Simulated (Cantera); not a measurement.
Source: NASA polynomial tables (part measured, part estimated), evaluated in Cantera. Values are per mole of reaction as written; species without (g) are pure solids or liquids, kept so even where they would boil at 1 bar.

Problem. Between 998 and 1073 K, where is each reaction favourable under standard conditions?
- 3 Mg(g) + SF₄(g) = MgS + 2 MgF₂
- 2 MgF₂ + S = 2 Mg + SF₄(g)
- 2 SF₄(g) + 4 MgS = 3 S₂(g) + 4 MgF₂

Solution. 
- 3 Mg(g) + SF₄(g) = MgS + 2 MgF₂: ΔG° is -1711 kJ at 998 K and -1671 kJ at 1073 K; it stays negative (K > 1). ΔH° is -2240 kJ and ΔS° -530 J/K at 1073 K.
- 2 MgF₂ + S = 2 Mg + SF₄(g): ΔG° is 1284 kJ at 998 K and 1269 kJ at 1073 K; it stays positive (K < 1). ΔH° is 1479 kJ and ΔS° 195 J/K at 1073 K.
- 2 SF₄(g) + 4 MgS = 3 S₂(g) + 4 MgF₂: ΔG° is -1321 kJ at 998 K and -1331 kJ at 1073 K; it stays negative (K > 1). ΔH° is -1191 kJ and ΔS° 130 J/K at 1073 K.
